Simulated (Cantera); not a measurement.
Transport properties of process gases

Gas mixture: 30.0 % CH4, 31.2 % C2H2, 13.8 % H2, 25.0 % N2, at 0.620 bar, frozen composition.

Cantera's kinetic-theory transport with the Lennard-Jones parameters of GRI-Mech 3.0, ideal gas; thermal conductivity in the multicomponent form. The composition is frozen, though it would react at the higher temperatures.

| T (K) | ρ (kg/m³) | cp (J/kg/K) | μ (µPa s) | λ (mW/m/K) | Pr | D (cm²/s) N2 | D (cm²/s) H2O | D (cm²/s) NH3 |
|---|---|---|---|---|---|---|---|---|
| 400 | 0.377 | 1939 | 16.3 | 51.4 | 0.615 | 0.605 | 0.650 | 0.628 |
| 650 | 0.232 | 2321 | 23.4 | 85.5 | 0.637 | 1.40 | 1.62 | 1.55 |
| 900 | 0.168 | 2638 | 29.4 | 120 | 0.645 | 2.43 | 2.92 | 2.77 |
| 1150 | 0.131 | 2897 | 34.7 | 155 | 0.649 | 3.67 | 4.49 | 4.24 |
| 1400 | 0.108 | 3098 | 39.5 | 188 | 0.650 | 5.10 | 6.31 | 5.94 |
| 1650 | 0.0914 | 3254 | 44.0 | 220 | 0.650 | 6.70 | 8.35 | 7.85 |
| 1900 | 0.0794 | 3376 | 48.2 | 251 | 0.649 | 8.46 | 10.6 | 9.95 |
| 2150 | 0.0702 | 3474 | 52.2 | 280 | 0.648 | 10.4 | 13.1 | 12.3 |
D: mixture-averaged diffusion coefficient of that species in the mixture.
